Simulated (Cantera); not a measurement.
**Diamond growth**

A diamond (100) surface in a fixed gas of H2 with x(CH4) = 0.0026, x(H) = 0.0098, at 1398 K, 0.0257 atm; coverages are run to steady state.

Detailed kinetics in Cantera: the Harris–Goodwin 1993 mechanism for the reconstructed diamond (100) surface.

| x(CH3) | growth (µm/h) | θ c6HH | θ c6H* | θ c6*H | θ c6** | θ c6HM |
|---|---|---|---|---|---|---|
| 1e-06 | 0.00545 | 0.334 | 0.0594 | 0.545 | 0.0618 | 1.98e-7 |
| 2.3e-06 | 0.0125 | 0.334 | 0.0594 | 0.545 | 0.0618 | 4.55e-7 |
| 5.2e-06 | 0.0284 | 0.334 | 0.0594 | 0.545 | 0.0618 | 1.03e-6 |
| 1.2e-05 | 0.0654 | 0.334 | 0.0594 | 0.545 | 0.0618 | 2.37e-6 |
| 2.7e-05 | 0.147 | 0.334 | 0.0594 | 0.545 | 0.0618 | 5.34e-6 |
| 6.1e-05 | 0.332 | 0.334 | 0.0594 | 0.545 | 0.0617 | 1.21e-5 |
| 0.00014 | 0.762 | 0.334 | 0.0594 | 0.545 | 0.0616 | 2.77e-5 |
| 0.00032 | 1.74 | 0.334 | 0.0594 | 0.545 | 0.0614 | 6.31e-5 |
| 0.00072 | 3.88 | 0.334 | 0.0594 | 0.544 | 0.0610 | 0.000142 |
θ: site fractions in the mechanism's names (c6HH fully hydrogenated, c6H* and c6*H radical sites, c6** diradical, c6HM methylated).
